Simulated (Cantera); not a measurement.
# Equilibrium for boron, boron nitride and boron oxide: B2O3 + O2 + N2

A closed system holds: 1 mol B2O3, 3.8 mol O2, 4 mol N2, at 1623.15 K.

These are equilibrium values from Cantera (NASA tables, ideal gas, pure condensed phases), not measurements of a reactor. Candidate condensed phases: B, BN, B2O3; 17 gas species. The numbers say what is thermodynamically allowed, not how fast it happens.

| P (Pa) | x N2 | x O2 | x B2O3 | x BO2 | x NO | x O | n B2O3(l) |
|---|---|---|---|---|---|---|---|
| 10 | 0.452 | 0.425 | 0.106 | 0.0141 | 0.00230 | 0.00124 | 0 |
| 63 | 0.452 | 0.427 | 0.109 | 0.00903 | 0.00231 | 0.000496 | 0 |
| 400 | 0.482 | 0.456 | 0.0551 | 0.00412 | 0.00246 | 0.000204 | 0.527 |
| 2500 | 0.507 | 0.481 | 0.00881 | 0.00105 | 0.00259 | 8.36e-5 | 0.926 |
| 16000 | 0.511 | 0.485 | 0.00138 | 0.000263 | 0.00261 | 3.32e-5 | 0.988 |
| 100000 | 0.511 | 0.486 | 0.000220 | 6.65e-5 | 0.00262 | 1.33e-5 | 0.998 |
x: gas mole fraction; n: condensed amount in mol.

From 10.0 Pa to 63.0 Pa nothing is condensed. From 400 Pa to 100000 Pa the condensed part is B2O3(l). The main B-bearing gas is B2O3 throughout.
